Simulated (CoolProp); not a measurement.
The fluoroketone C6F12O (FK-5-1-12) along the isotherm 450.3 K: Z from the reference equation and from simpler models built on Tc = 441.8 K, pc = 1.869 MPa, ω = 0.471; each cubic takes its own stable root.

Model: reference Helmholtz-energy equation of state, McLinden 2015, in CoolProp.

```json
[
 {"p (MPa)": "0.00887", "phase": "gas", "reference": "0.9985", "van der Waals": "0.9987", "Peng-Robinson": "0.9983"},
 {"p (MPa)": "0.015", "phase": "gas", "reference": "0.9974", "van der Waals": "0.9977", "Peng-Robinson": "0.9971"},
 {"p (MPa)": "0.0252", "phase": "gas", "reference": "0.9956", "van der Waals": "0.9962", "Peng-Robinson": "0.9952"},
 {"p (MPa)": "0.0426", "phase": "gas", "reference": "0.9926", "van der Waals": "0.9935", "Peng-Robinson": "0.9919"},
 {"p (MPa)": "0.0719", "phase": "gas", "reference": "0.9874", "van der Waals": "0.9890", "Peng-Robinson": "0.9863"},
 {"p (MPa)": "0.121", "phase": "gas", "reference": "0.9787", "van der Waals": "0.9814", "Peng-Robinson": "0.9768"},
 {"p (MPa)": "0.205", "phase": "gas", "reference": "0.9636", "van der Waals": "0.9681", "Peng-Robinson": "0.9604"},
 {"p (MPa)": "0.346", "phase": "gas", "reference": "0.9377", "van der Waals": "0.9451", "Peng-Robinson": "[?]"},
 {"p (MPa)": "0.583", "phase": "gas", "reference": "0.8920", "van der Waals": "[?]", "Peng-Robinson": "0.8830"},
 {"p (MPa)": "0.984", "phase": "gas", "reference": "0.8063", "van der Waals": "0.8259", "Peng-Robinson": "0.7926"},
 {"p (MPa)": "1.66", "phase": "gas", "reference": "0.6155", "van der Waals": "0.6430", "Peng-Robinson": "0.6019"},
 {"p (MPa)": "2.8", "phase": "supercritical", "reference": "[?]", "van der Waals": "0.3567", "Peng-Robinson": "0.2874"}
]
```

Task: Some entries are withheld; supply them.

Result: 
- 0.346, Peng-Robinson: 0.9322
- 0.583, van der Waals: 0.9041
- 2.8, reference: 0.2591
